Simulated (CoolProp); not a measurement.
Vapour-liquid equilibrium of carbon dioxide (1) + CH3F (R41) (2) at 1.57 MPa; x and y are mole fractions of (1).

Values from CoolProp's multi-fluid Helmholtz-energy mixture model, Span 1996 and Lemmon 2006; pair parameters Bell 2016.

Give the bubble temperature and the first vapour's composition at x = 0.35, 0.5, 0.95. Is there an azeotrope?

x = 0.35: 256.8 K, y = 0.443; x = 0.5: 254.2 K, y = 0.599; x = 0.95: 246.8 K, y = 0.969. No azeotrope shows between x = 0.05 and 0.95.

Pair parameters are fitted to limited data, so mixtures are less certain than the pure fluids.
